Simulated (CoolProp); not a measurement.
Vapour-liquid equilibrium of R143a (1) + isobutane (2) at 41.75 °C; x and y are mole fractions of (1).

The numbers come from the multi-fluid Helmholtz-energy mixture model, Lemmon and Jacobsen 2000 and Bücker 2006; pair parameters Bell 2016 in CoolProp.

```tsv
x	bubble pressure (MPa)	y at the bubble point	dew pressure at overall composition x (MPa)	liquid density (mol/L)
0.05	0.7300	0.239	0.5856	9.118
0.125	0.9419	0.419	0.6359	9.146
0.2	1.108	0.518	0.6949	9.171
0.275	1.241	0.582	0.7648	9.196
0.35	1.350	0.630	0.8487	9.222
0.425	1.443	0.669	0.9505	9.251
0.5	1.526	0.705	1.075	9.288
0.575	1.601	0.739	1.225	9.335
0.65	1.671	0.774	1.397	9.400
0.725	1.736	0.812	1.571	9.488
0.8	1.796	0.854	1.717	9.606
0.875	1.848	0.902	1.821	9.763
0.95	1.889	0.957	1.885	9.964
```

No azeotrope shows between x = 0.05 and 0.95.

The pair parameters rest on a limited set of measurements; away from them the model extrapolates.
